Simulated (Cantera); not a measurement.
Feed: 1 mol Si, 5.2 mol F2, at 0.0263 Torr.

These are equilibrium values from Cantera (NASA tables, ideal gas, pure condensed phases), not measurements of a reactor. Candidate condensed phases: Si; 9 gas species. Kinetics and transport are ignored. All values below are at 1275 K.

Base state: F 0.865, SiF4 0.135, F2 3.72e-5 (mole fractions); condensed: gas only.

Task: What changes in the equilibrium state with this change: F2 from 5.2 to 2 mol?

Result: 
```
species   before    after
-------  -------  -------
SiF4       0.135    1.000
F          0.865  8.96e-7
F2       3.72e-5    <1e-9
```
